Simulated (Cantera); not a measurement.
**SiO2 + C + N2 + CO (carbothermic reduction)**

Feed: 1 mol SiO2, 2.7 mol C, 2.5 mol N2, 9.6 mol CO, held at 2102 °C.

Cantera equilibrium calculation (NASA polynomials, part measured and part estimated; ideal gas, pure solids and liquids). Candidate condensed phases: C, Si, SiC, SiO2, Si2N2O, Si3N4; 34 gas species. The tables' values for SiN are old estimates; treat these amounts as uncertain. Kinetics and transport are ignored.

From 0.0750 Torr to 5.63 Torr the condensed part is C(graphite). From 24.0 Torr to 7500 Torr the condensed part is C(graphite) + SiC(s). The main Si-bearing gas is Si at 0.0750 Torr and SiO at 7500 Torr.

```
P (Pa)    x CO   x N2      x Si     x SiO    x SiC2    x Si2C  n C(graphite)  n SiC(s)
-------  -----  -----  --------  --------  --------  --------  -------------  --------
10       0.767  0.165    0.0557  0.000264   0.00988  0.000101          0.347         0
42       0.768  0.165    0.0546   0.00109   0.00968  0.000409          0.399         0
180      0.768  0.166    0.0502   0.00429   0.00890   0.00148          0.468         0
750      0.768  0.168    0.0388    0.0138   0.00688   0.00369          0.643         0
3200     0.797  0.175   0.00974    0.0154   0.00173  0.000991          0.269     0.586
13000    0.805  0.177   0.00240    0.0155  0.000425  0.000244          0.170     0.733
56000    0.807  0.177  0.000556    0.0155   9.86e-5   5.66e-5          0.146     0.769
240000   0.807  0.177  0.000130    0.0156   2.30e-5   1.32e-5          0.140     0.778
1000000  0.807  0.177   3.12e-5    0.0156   5.52e-6   3.17e-6          0.140     0.780
```
x: gas mole fraction; n: condensed amount in mol.
